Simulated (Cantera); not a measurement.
Cantera run:

```python
import numpy as np
import cantera as ct

gas_names = """
    B BH BH2 BH3 BN BO BO2 B2 B2O B2O2 B2O3 B3O3H3 H HBO HBO2 HNO HNO2 HNO3 HO2 H2 H2O H2O2 H3B3O6 N NH
    NH2 NH3 NH2OH NO NO2 NO3 N2 N2H2 N2H4 N2O O OH O2 O3
""".split()
cond_names = """
    B(b) B(L) BN(s) B2O3(L) B3O3H3(cr) H2O(s) H2O(L)
""".split()


# ... load() reads the species with a 1 bar reference pressure and builds the phases ...
atoms = {
    'B2O3': {'B': 2, 'O': 3},
    'NH3': {'N': 1, 'H': 3},
    'H2': {'H': 2},
}
top_T = {'BN(s)': 3200}  # K; cautious upper limits of use, not melting points


# ... equilibrate(T, P, feed) seeds the gas with the atoms and calls Mixture.equilibrate('TP', solver="vcs", rtol=1e-11, max_steps=5000) ...
results = []
feed = {'B2O3': 1, 'NH3': 0.1, 'H2': 170}  # mol
P = 13332.2  # Pa
for T in [998, 1098, 1198, 1298, 1398, 1498, 1598, 1698, 1798, 1898, 1998, 2098, 2198, 2298]:
    mix = equilibrate(T, P, feed)
    results.append((T, P, feed, dict(zip(mix.species_names, mix.species_moles))))

top = {s: max(r[3][s] / sum(r[3][g] for g in gas_names) for r in results) for s in gas_names}
cols = sorted((s for s in top if top[s] > 0.0001), key=lambda s: -top[s])[:7]
seen = [c for c in cond_names if any(r[3].get(c, 0) > 1e-12 for r in results)]
print("log10 of partial pressures in bar; condensed amounts in mol")
print(f"{'T/K':>10s}" + "".join(f"{s[:9]:>10s}" for s in cols + seen))
for T, P, feed, n in results:
    ng = sum(n[g] for g in gas_names)
    print(f"{T:10.4g}" + "".join(f"{np.log10(max(n[s] / ng * P / 1e5, 1e-99)):10.3f}" for s in cols)
          + "".join(f"{n.get(c, 0):10.4g}" for c in seen))
```

Output:

```
log10 of partial pressures in bar; condensed amounts in mol
       T/K        H2         H       HBO      HBO2       H2O        BO      B2O3     BN(s)   B2O3(L)
       998    -0.875    -9.105    -8.576    -6.807    -4.415   -14.956   -11.517   0.03278    0.9835
      1098    -0.875    -8.044    -7.183    -5.989    -4.431   -12.614    -9.626   0.03198    0.9833
      1198    -0.875    -7.159    -6.028    -5.317    -4.449   -10.669    -8.065   0.03185    0.9803
      1298    -0.875    -6.408    -5.056    -4.757    -4.470    -9.029    -6.754   0.03224    0.9665
      1398    -0.876    -5.763    -4.235    -4.276    -4.475    -7.637    -5.640   0.02468    0.9113
      1498    -0.877    -5.203    -3.608    -3.783    -4.319    -6.517    -4.681         0    0.7012
      1598    -0.880    -4.714    -3.162    -3.268    -4.001    -5.639    -3.858         0         0
      1698    -0.881    -4.280    -3.117    -3.283    -3.838    -5.214    -3.951         0         0
      1798    -0.881    -3.894    -3.080    -3.309    -3.704    -4.841    -4.048         0         0
      1898    -0.882    -3.548    -3.050    -3.345    -3.594    -4.510    -4.150         0         0
      1998    -0.883    -3.236    -3.028    -3.390    -3.503    -4.218    -4.259         0         0
      2098    -0.885    -2.954    -3.016    -3.444    -3.428    -3.963    -4.378         0         0
      2198    -0.888    -2.698    -3.017    -3.510    -3.365    -3.742    -4.512         0         0
      2298    -0.893    -2.465    -3.032    -3.588    -3.314    -3.554    -4.665         0         0
```

These are equilibrium values from Cantera (NASA tables, ideal gas, pure condensed phases), not measurements of a reactor. Mutual solubility and eutectic melting of coexisting phases are not modelled. Gases not in the tables: H3BO3.
